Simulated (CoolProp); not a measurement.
Computed with CoolProp (reference Helmholtz-energy equation of state, Thol 2019).

Q: Give the vapour pressure (MPa), vapour density (kg/m³), enthalpy of vaporisation (kJ/kg), liquid cp (kJ/(kg K)) of saturated tetradecamethylhexasiloxane (MD4M) at 195.35 °C.

A: 
| T (°C) | p (MPa) | vapour density (kg/m³) | enthalpy of vaporisation (kJ/kg) | liquid cp (kJ/(kg K)) |
|---|---|---|---|---|
| 195.35 | 0.0189 | 2.30 | 119 | 2.07 |
